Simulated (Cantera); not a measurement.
Thermodynamics of silicates and aluminates, feed SiO2 + Al2O3 + H2

A closed system holds: 1 mol SiO2, 1 mol Al2O3, 2.2 mol H2, at 4.00 bar.

These are equilibrium values from Cantera (NASA tables, ideal gas, pure condensed phases), not measurements of a reactor. Candidate condensed phases: Al, Al2O3, Al2SiO5, Al6Si2O13, H2O, Si, SiO2; 28 gas species. Mutual solubility and eutectic melting of coexisting phases are not modelled. The tables hold silica as quartz up to 1696 K and as liquid above; real silica turns to tridymite and cristobalite and melts near 1996 K. Condensed phases not in the tables: alloys, solid solutions and most ternary compounds. Kinetics and transport are ignored.

```csv
T (K),log p H2,log p H2O,log p SiO,log p H,log p SiH4,n Al2SiO5(andalusite),n Al6Si2O13(mullite),n SiO2(β-quartz),n SiO2(condensed)
773,0.60,-9.60,<-11,<-11,-9.90,1.00,0,0,0
873,0.60,-8.45,<-11,-10.03,-8.75,1.00,0,0,0
973,0.60,-7.54,-11.25,-8.67,-7.84,1.00,0,0,0
1073,0.60,-6.81,-9.19,-7.55,-7.11,1.00,0,0,0
1173,0.60,-6.17,-7.43,-6.63,-6.49,1.000,0,0,0
1273,0.60,-5.56,-5.98,-5.85,-6.07,0,0.333,0.333,0
1373,0.60,-4.92,-4.99,-5.18,-6.07,0,0.333,0.333,0
1473,0.60,-4.25,-4.26,-4.60,-6.31,0,0.333,0.333,0
1573,0.60,-3.64,-3.65,-4.09,-6.57,0,0.333,0.333,0
1673,0.60,-3.11,-3.11,-3.64,-6.80,0,0.333,0.333,0
1773,0.60,-2.64,-2.65,-3.25,-7.00,0,0.333,0,0.332
1873,0.60,-2.23,-2.23,-2.89,-7.18,0,0.333,0,0.330
```
log p: log10 of the partial pressure in bar; n: condensed amount in mol.

From 773 K to 1173 K the condensed part is Al2SiO5(andalusite). From 1273 K to 1673 K the condensed part is Al6Si2O13(mullite) + SiO2(β-quartz). From 1773 K to 1873 K the condensed part is Al6Si2O13(mullite) + SiO2(condensed).
